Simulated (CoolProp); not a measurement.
Oxygen along the isotherm 179.8 K: density (kg/m³) from the reference equation and from simpler models built on Tc = 154.6 K, pc = 5046 kPa, ω = 0.022; each cubic takes its own stable root.

Computed with CoolProp (reference Helmholtz-energy equation of state, Schmidt 1985).

```json
[
 {"p (kPa)": "6310", "phase": "supercritical", "reference": "196.4"},
 {"p (kPa)": "12600", "phase": "supercritical", "reference": "556.2"},
 {"p (kPa)": "18900", "phase": "supercritical", "reference": "698.0"},
 {"p (kPa)": "25200", "phase": "supercritical", "reference": "768.6"},
 {"p (kPa)": "31500", "phase": "supercritical", "reference": "816.5"},
 {"p (kPa)": "37800", "phase": "supercritical", "reference": "853.1"},
 {"p (kPa)": "44200", "phase": "supercritical", "reference": "883.6"},
 {"p (kPa)": "50500", "phase": "supercritical", "reference": "909.0"}
]
```

Task: How far does each simpler model (ideal gas, van der Waals, Redlich-Kwong, Soave-Redlich-Kwong, Peng-Robinson) lie from the reference over these 8 states: mean and median of the absolute difference, and the worst?

Result: 
- ideal gas: mean 25.4 %, median 24.4 %, worst -51.5 % at 179.8 K and 12600 kPa
- van der Waals: mean 15.9 %, median 18.5 %, worst -20.3 % at 179.8 K and 50500 kPa
- Redlich-Kwong: mean 2.2 %, median 1.2 %, worst -6.8 % at 179.8 K and 12600 kPa
- Soave-Redlich-Kwong: mean 2.6 %, median 1.5 %, worst -7.9 % at 179.8 K and 12600 kPa
- Peng-Robinson: mean 6.6 %, median 7.2 %, worst +10.9 % at 179.8 K and 50500 kPa
